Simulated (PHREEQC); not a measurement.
Consider water at 25 °C with 0.065 mol BaBr2, 0.0083 mol NaNO3 and 1.2e-06 mol Ca(HCO3)2 per kg of water. Closed to the air; pH follows from the charge balance.

Computed with PHREEQC (ion-association model, phreeqc.dat).

### Question
The ionic strength comes out as 0.203 mol/kgw. What activity coefficients do Ba+2, Br-, Na+, HCO3-, Ca+2 get?

### Answer
Ba+2 0.28, Br- 0.69, Na+ 0.75, HCO3- 0.74, Ca+2 0.32.

Precipitation was switched off in this run.
